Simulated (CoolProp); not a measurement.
Vapour-liquid equilibrium of diethyl ether (1) + n-hexane (2) at 823 kPa; x and y are mole fractions of (1).

Model: multi-fluid Helmholtz-energy mixture model, Thol 2014 and Thol 2019; pair parameters Bell 2016, in CoolProp.

| x | bubble temperature, mixture model (°C) | bubble temperature, Raoult's law (°C) | y, mixture model | y, Raoult's law |
|---|---|---|---|---|
| 0.05 | 150.7 | 151.2 | 0.101 | 0.111 |
| 0.2 | 141.1 | 142.0 | 0.345 | 0.375 |
| 0.35 | 133.4 | 134.3 | [?] | 0.568 |
| 0.5 | 126.9 | 127.5 | [?] | 0.712 |
| 0.65 | 121.3 | 121.6 | 0.785 | 0.823 |
| 0.8 | [?] | 116.4 | 0.885 | 0.910 |
| 0.95 | 111.8 | 111.8 | [?] | 0.980 |

**Question.** What belongs in the gaps?

**Answer.** 
- 0.35, y, mixture model: 0.525
- 0.5, y, mixture model: 0.667
- 0.8, bubble temperature, mixture model (°C): 116.3
- 0.95, y, mixture model: 0.973

The largest gap from Raoult's law is -0.9 K in bubble temperature, at x = 0.2. No azeotrope shows between x = 0.05 and 0.95.

Pair parameters are fitted to limited data, so mixtures are less certain than the pure fluids.
